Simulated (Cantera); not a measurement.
A freely propagating, adiabatic, planar premixed flame of 53.2 % H₂, 9.84 % O₂, 37.0 % N₂, unburnt at 448 K and 490000 Pa; mixture-averaged transport, grid criteria slope 0.08 and curve 0.16, no radiation.

Detailed kinetics in Cantera: the H2/O2 subset of GRI-Mech 3.0, which has no nitrogen chemistry. The hydrogen kinetics of GRI-Mech 3.0 are dated; newer H2 mechanisms differ, most at raised pressure. Burning velocities carry a grid error of a few per cent, more on coarse grids.

Question: Predict: laminar burning velocity; thermal thickness; peak x(H); peak x(HO₂); peak x(O).

Answer: 
```
Item                          Value
------------------------  ---------
laminar burning velocity   442 cm/s
thermal thickness         0.0580 mm
peak x(H)                    0.0353
peak x(HO₂)                0.000879
peak x(O)                  0.000899
```
